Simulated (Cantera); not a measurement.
Ignition delay

Mixture: 12.1 % CH4, 17.2 % O2, 70.7 % N2, at 101000 Pa, adiabatic and at constant volume. Ignition delay is the time to a rise of 400 K.

Model: GRI-Mech 3.0 (53 species, 325 reactions), integrated in Cantera.

| T0 (K) | delay (ms) |
|---|---|
| 1175 | 80.2 |
| 1250 | 27.6 |
| 1325 | 10.3 |
| 1400 | 4.08 |
| 1475 | 1.75 |
| 1550 | 0.812 |

```yaml
apparent activation energy between 1400 and 1550 K: 190 kJ/mol
```
